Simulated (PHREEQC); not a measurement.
# Copper plating or etch bath: an equilibrium model

Consider water at 5 °C with 0.03 mol/kgw CuSO4, 0.00026 mol/kgw HNO3 and 0.00034 mol/kgw NaCl. Closed to the air; pH follows from the charge balance.

Model: ion-association model, wateq4f.dat, run in PHREEQC.

| Item | Result |
|---|---|
| pH | 3.85 |
| ionic strength | 0.0755 mol/kgw |
| total alkalinity | -0.260 meq/kg |

```json
[
 {"species": "Cu+2", "molality": "0.0188", "activity": "0.00831", "log γ": "-0.353"},
 {"species": "SO4-2", "molality": "0.0187", "activity": "0.00781", "log γ": "-0.378"},
 {"species": "CuSO4", "molality": "0.0112", "activity": "0.0114", "log γ": "0.008"},
 {"species": "Cl-", "molality": "0.000337", "activity": "0.000267", "log γ": "-0.102"},
 {"species": "Na+", "molality": "0.000329", "activity": "0.000265", "log γ": "-0.094"},
 {"species": "NO3-", "molality": "0.000260", "activity": "0.000203", "log γ": "-0.107"}
]
```

No solid was allowed to form. Away from 25 °C the constants follow the database's enthalpies or fits; those with neither stay at their 25 °C values.
